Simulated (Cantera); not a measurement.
# AlN + Cl2 + N2 (nitride etching)

Feed: 1 mol AlN, 4.1 mol Cl2, 0.7 mol N2, held at 5.20 mbar.

Method: chemical equilibrium by Gibbs-energy minimisation in Cantera with the NASA 1993 tables (ideal gas, pure condensed phases). Candidate condensed phases: Al, AlCl3, AlN; 11 gas species. The tables' values for AlCl2 are old estimates; treat these amounts as uncertain. Rates play no part.

From 852 °C to 1377 °C nothing is condensed. The main Al-bearing gas is AlCl3 throughout.

| T (°C) | log p Cl | log p Cl2 | log p N2 | log p AlCl3 | log p AlCl2 |
|---|---|---|---|---|---|
| 852 | -3.97 | -2.56 | -2.89 | -2.97 | -11.44 |
| 927 | -3.62 | -2.58 | -2.90 | -2.98 | -10.57 |
| 1002 | -3.31 | -2.61 | -2.91 | -2.99 | -9.80 |
| 1077 | -3.05 | -2.67 | -2.92 | -3.00 | -9.10 |
| 1152 | -2.85 | -2.76 | -2.95 | -3.03 | -8.47 |
| 1227 | -2.69 | -2.91 | -2.98 | -3.06 | -7.89 |
| 1302 | -2.58 | -3.11 | -3.01 | -3.09 | -7.33 |
| 1377 | -2.51 | -3.35 | -3.04 | -3.12 | -6.78 |
log p: log10 of the partial pressure in bar; nothing condenses.
